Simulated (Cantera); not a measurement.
**Pb + H2 (iron carbonyl, mercury and lead vapours)**

Input: 1 mol Pb, 6.1 mol H2, at 180 Pa.

Equilibrium computed with Cantera from the NASA thermochemical tables; the gas is ideal and each condensed phase is pure. Candidate condensed phases: Pb; 4 gas species. The numbers say what is thermodynamically allowed, not how fast it happens.

```tsv
T (K)	log p H2	log p Pb	log p Pb2	log p H	n Pb(s)	n Pb(l)
575	-2.74	-12.02	<-14	<-14	1.00	0
625	-2.74	-10.63	<-14	<-14	0	1.00
675	-2.74	-9.47	<-14	<-14	0	1.000
725	-2.74	-8.47	<-14	-14.40	0	1.000
775	-2.74	-7.60	<-14	-13.38	0	1.000
825	-2.74	-6.84	-13.73	-12.47	0	1.000
875	-2.74	-6.17	-12.61	-11.67	0	0.998
925	-2.75	-5.57	-11.60	-10.96	0	0.991
975	-2.75	-5.04	-10.71	-10.32	0	0.969
1025	-2.75	-4.56	-9.90	-9.74	0	0.904
1075	-2.76	-4.12	-9.17	-9.22	0	0.731
```
log p: log10 of the partial pressure in bar; n: condensed amount in mol.

At 575 K the condensed part is Pb(s). From 625 K to 1075 K the condensed part is Pb(l).
